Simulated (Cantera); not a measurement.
# Silicon carbide growth: SiHCl3 + C3H8 + H2

A closed system holds: 1 mol SiHCl3, 0.018 mol C3H8, 140 mol H2, at 1673 K and 100000 Pa.

These are equilibrium values from Cantera (NASA tables, ideal gas, pure condensed phases), not measurements of a reactor. Candidate condensed phases: C, C6H6, C7H8, C8H18, Si, SiC; 109 gas species. Mutual solubility and eutectic melting of coexisting phases are not modelled. The tables' values for SiCl3 are old estimates; treat these amounts as uncertain. Gases not in the tables: Si2H6 and higher silanes. Equilibrium is a limit: real reactors are often held back by kinetics, nucleation or transport.

- x(H2) = 0.980
- x(HCl) = 0.0185
- x(SiCl2) = 0.00126
- x(H) = 0.000113
- x(SiCl3) = 2.16e-5
- x(CH4) = 1.56e-5
- x(SiH2Cl2) = 1.21e-5
- x(SiH2) = 1.08e-5
- x(SiHCl3) = 7.39e-6
- n(Si(s)) = 0.761 mol
- n(SiC(s)) = 0.0518 mol
- gas amount = 142.1 mol
- log10 activity of C(graphite) (absent) = -1.87
